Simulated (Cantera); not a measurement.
Charge: 1 mol SiC, 0.08 mol CO2, 80 mol H2, at 1275 K and 4.80 mbar.

These are equilibrium values from Cantera (NASA tables, ideal gas, pure condensed phases), not measurements of a reactor. Candidate condensed phases: C, C6H6, C7H8, C8H18, H2O, Si, SiC, SiO2; 123 gas species. Mutual solubility and eutectic melting of coexisting phases are not modelled. The tables hold silica as quartz up to 1696 K and as liquid above; real silica turns to tridymite and cristobalite and melts near 1996 K. Kinetics and transport are ignored.

Problem. What is the equilibrium state?

Solution. 
```json
{
 "x(H2)": "0.998",
 "x(CO)": "0.00138",
 "x(SiO)": "0.000158",
 "x(H)": "1.06e-5",
 "x(CH4)": "3.33e-6",
 "x(H2O)": "1.03e-6",
 "n(SiC(s))": "0.969 mol",
 "n(SiO2(β-quartz))": "0.0183 mol",
 "gas_amount": "80.12 mol",
 "log10 activity of C(graphite) (absent)": "-1.12",
 "log10 activity of Si(s) (absent)": "-1.46"
}
```
